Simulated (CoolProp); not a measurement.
Vapour-liquid equilibrium of CH2F2 (R32) (1) + R134a (2) at -48.65 °C; x and y are mole fractions of (1).

Computed with CoolProp (multi-fluid Helmholtz-energy mixture model, Tillner-Roth 1997 and Tillner-Roth 1994; pair parameters Lemmon 2004).

```csv
x,bubble pressure (MPa),y at the bubble point,dew pressure at overall composition x (MPa),liquid density (mol/L)
0.05,___,0.168,0.03310,14.42
0.2,0.04993,0.482,0.03751,15.32
0.35,0.06289,0.661,0.04326,16.36
0.5,0.07556,0.779,0.05100,17.54
0.65,0.08811,0.864,0.06195,18.90
0.8,___,0.931,0.07838,20.51
0.95,___,0.984,0.1050,22.43
```

Fill in the missing entries.


- 0.05, bubble pressure (MPa): 0.03647
- 0.8, bubble pressure (MPa): 0.1007
- 0.95, bubble pressure (MPa): 0.1135

No azeotrope shows between x = 0.05 and 0.95.

Pair parameters are fitted to limited data, so mixtures are less certain than the pure fluids.
